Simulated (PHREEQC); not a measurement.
CaCl2 is added in steps, without added water, to 1 kg of water holding 0.0052 mol/kgw HF, 0.001 mol/kgw KF and 0.00015 mol/kgw H4SiO4, at 59 °C. Oxygen alone is held at its pressure in air (log pO2 = -0.68). No CO2 enters from the air. The run lets Fluorite, Portlandite, Chalcedony precipitate or redissolve, and no other solid.

Base run: PHREEQC, ion-association model, wateq4f.dat. Each further column changes one thing. The table gives F in solution (mol/kgw).

| CaCl2 added (mol) | base | HF from 0.0052 to 0.026 mol/kgw | KF from 0.001 to 0.0002 mol/kgw | KF left out |
|---|---|---|---|---|
| 0 | 0.00620 | 0.0270 | 0.00540 | 0.00520 |
| 0.0012 | 0.00410 | 0.0246 | 0.00353 | 0.00340 |
| 0.0024 | 0.00275 | 0.0223 | 0.00249 | 0.00243 |
| 0.0036 | 0.00214 | 0.0200 | 0.00200 | 0.00197 |
| 0.0048 | 0.00182 | 0.0178 | 0.00173 | 0.00172 |
| 0.006 | 0.00162 | 0.0157 | 0.00156 | 0.00155 |
| 0.0072 | 0.00148 | 0.0138 | 0.00144 | 0.00143 |
| 0.0084 | 0.00137 | 0.0121 | 0.00134 | 0.00134 |
| 0.0096 | 0.00129 | 0.0107 | 0.00127 | 0.00126 |
| 0.0108 | 0.00123 | 0.00955 | 0.00121 | 0.00120 |
| 0.012 | 0.00118 | 0.00860 | 0.00116 | 0.00115 |

Away from 25 °C the constants follow the database's enthalpies or fits; those with neither stay at their 25 °C values. SiF6-2 is the database's only silicon fluoride.
